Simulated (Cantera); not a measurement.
Charge: 1 mol Al, 15 mol N2O, a varied amount of H2, held at 850 K and 13.0 Pa.

Equilibrium computed with Cantera from the NASA thermochemical tables; the gas is ideal and each condensed phase is pure. Candidate condensed phases: Al, AlN, Al2O3, H2O; 35 gas species. Kinetics and transport are ignored.

log p: log10 of the partial pressure in bar; n: condensed amount in mol.

```
n(H2) (mol)  log p H2  log p N2  log p H2O  log p NH3  log p H  n Al2O3(s)
-----------  --------  --------  ---------  ---------  -------  ----------
18              -4.75     -4.23      -4.27     -11.97   -13.06       0.500
31                [?]       [?]        [?]        [?]      [?]       0.500
43              -4.18     -4.47      -4.52     -11.24   -12.78       0.500
55              -4.11     -4.56      -4.60     -11.18   -12.75       0.500
68              -4.07     -4.63      -4.67     -11.15   -12.72       0.500
80              -4.04     -4.69        [?]     -11.14   -12.71       0.500
92              -4.02     -4.74      -4.79     -11.13   -12.70       0.500
100             -4.01     -4.77      -4.82     -11.13   -12.69       0.500
120             -3.99     -4.84      -4.89     -11.14   -12.68       0.500
130             -3.98     -4.87      -4.92     -11.14   -12.68       0.500
140             -3.97     -4.90      -4.95     -11.14   -12.68       0.500
150             -3.97     -4.93      -4.97     -11.15   -12.67       0.500
170             -3.96     -4.98      -5.02     -11.16   -12.67       0.500
```

**Question.** Some entries are withheld; supply them.

**Answer.** 
- 31, log p H2: -4.31
- 31, log p N2: -4.37
- 31, log p H2O: -4.42
- 31, log p NH3: -11.38
- 31, log p H: -12.84
- 80, log p H2O: -4.73
